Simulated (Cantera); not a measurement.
Input: 1 mol PbO, 7.1 mol CO, 1.6 mol N2, held at 0.133 bar.

These are equilibrium values from Cantera (NASA tables, ideal gas, pure condensed phases), not measurements of a reactor. Candidate condensed phases: C, Pb, PbO, PbO2, Pb3O4; 27 gas species. Rates play no part.

Problem. Which condensed phases are stable at each of these points (T (K)): 723, 773, 823, 873, 923, 973, 1023, 1073, 1123, 1173, 1223, 1273, 1323, 1373?

Solution. 
```tsv
T (K)	condensed phases	Pb condensed (%)
723	C(graphite) + Pb(l)	100.0
773	C(graphite) + Pb(l)	100.0
823	C(graphite) + Pb(l)	100.0
873	C(graphite) + Pb(l)	100.0
923	C(graphite) + Pb(l)	100.0
973	Pb(l)	99.9
1023	Pb(l)	99.8
1073	Pb(l)	99.5
1123	Pb(l)	98.8
1173	Pb(l)	97.2
1223	Pb(l)	94.0
1273	Pb(l)	87.9
1323	Pb(l)	76.4
1373	Pb(l)	56.0
```

From 723 K to 923 K the condensed part is C(graphite) + Pb(l). From 973 K to 1373 K the condensed part is Pb(l).
